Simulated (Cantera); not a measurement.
# Fe + H₂O + CO (metals in furnace atmospheres)

Charge: 1 mol Fe, 30 mol H₂O, 4.8 mol CO, at 0.160 bar.

These are equilibrium values from Cantera (NASA tables, ideal gas, pure condensed phases), not measurements of a reactor. Candidate condensed phases: C, C₆H₆, C₇H₈, C₈H₁₈, Fe, Fe(CO)₅, FeO, Fe(OH)₂, Fe(OH)₃, Fe₂O₃, Fe₃O₄, H₂O; 114 gas species. The tables' stoichiometric FeO is somewhat more stable than real wüstite, so its field is too wide. FeO: taken at fixed stoichiometry. The numbers say what is thermodynamically allowed, not how fast it happens.

| T (°C) | x H₂O | x H₂ | x CO₂ | x CO | x H | n FeO(s) | n FeO(l) |
|---|---|---|---|---|---|---|---|
| 627 | 0.707 | 0.155 | 0.126 | 0.0120 | 1.15e-10 | 1.00 | 0 |
| 727 | 0.713 | 0.149 | 0.120 | 0.0175 | 2.19e-9 | 1.00 | 0 |
| 827 | 0.719 | 0.143 | 0.115 | 0.0232 | 2.45e-8 | 1.000 | 0 |
| 927 | 0.724 | 0.138 | 0.109 | 0.0286 | 1.83e-7 | 1.000 | 0 |
| 1027 | 0.729 | 0.133 | 0.104 | 0.0336 | 1.01e-6 | 1.000 | 0 |
| 1127 | 0.733 | 0.129 | 0.0999 | 0.0380 | 4.36e-6 | 1.000 | 0 |
| 1227 | 0.737 | 0.125 | 0.0959 | 0.0420 | 1.55e-5 | 1.000 | 0 |
| 1327 | 0.741 | 0.121 | 0.0925 | 0.0455 | 4.73e-5 | 0.999 | 0 |
| 1427 | 0.744 | 0.118 | 0.0894 | 0.0485 | 0.000127 | 0 | 0.998 |
| 1527 | 0.746 | 0.115 | 0.0867 | 0.0512 | 0.000304 | 0 | 0.996 |
| 1627 | 0.748 | 0.113 | 0.0843 | 0.0535 | 0.000666 | 0 | 0.992 |
x: gas mole fraction; n: condensed amount in mol.

From 627 °C to 1327 °C the condensed part is FeO(s). From 1427 °C to 1627 °C the condensed part is FeO(l).
